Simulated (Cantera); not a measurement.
Input: 1 mol Pb, 0.13 mol O2, 11 mol H2, 0.28 mol CO, held at 1150 K and 35000 Pa.

These are equilibrium values from Cantera (NASA tables, ideal gas, pure condensed phases), not measurements of a reactor. Candidate condensed phases: C, C6H6, C7H8, C8H18, H2O, Pb, PbO, PbO2, Pb3O4; 113 gas species. Kinetics and transport are ignored.

Base state: H2 0.952, CO 0.0242, H2O 0.0227, Pb 0.000828, CO2 0.000485, CH4 0.000124 (mole fractions); condensed: Pb(l).

### Question
What changes in the equilibrium state with this change: H2 from 11 to 7.5 mol?

### Answer
```csv
species,before,after
H2,0.952,0.931
CO,0.0242,0.0348
H2O,0.0227,0.0325
Pb,0.000828,0.000828
CO2,0.000485,0.00102
CH4,0.000124,0.000116
"Pb(l), mol",0.991,0.994
```
